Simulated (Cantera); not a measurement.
Equilibrium for fluorocarbon and chlorocarbon gases: CH2F2 + F2

Feed: 1 mol CH2F2, a varied amount of F2, held at 2323 K and 0.00810 bar.

Cantera equilibrium calculation (NASA polynomials, part measured and part estimated; ideal gas, pure solids and liquids). Candidate condensed phases: C, C6H6, C7H8, C8H18; 95 gas species. Gases not in the tables: C2F6 and larger saturated fluorocarbons. Kinetics and transport are ignored.

From 0.034 mol F2 to 0.24 mol F2 the condensed part is C(graphite). The main C-bearing gas is CF2 throughout. The share of C in condensed phases is highest at 0.034 mol F2 (99.3 %) and lowest at 0.24 mol F2 (89.1 %).

```tsv
n(F2) (mol)	log p HF	log p F	log p CF2	log p CF	log p CF4	n C(graphite)
0.034	-2.11	-3.65	-4.66	-5.39	-7.41	0.993
0.056	-2.11	-3.48	-4.32	-5.22	-6.73	0.986
0.079	-2.12	-3.37	-4.10	-5.11	-6.28	0.977
0.1	-2.13	-3.29	-3.95	-5.03	-5.99	0.967
0.12	-2.13	-3.24	-3.84	-4.98	-5.77	0.957
0.15	-2.14	-3.17	-3.71	-4.92	-5.51	0.942
0.17	-2.15	-3.14	-3.65	-4.88	-5.38	0.931
0.19	-2.15	-3.11	-3.59	-4.85	-5.26	0.920
0.22	-2.16	-3.07	-3.51	-4.81	-5.10	0.903
0.24	-2.17	-3.05	-3.47	-4.79	-5.02	0.891
```
log p: log10 of the partial pressure in bar; n: condensed amount in mol.
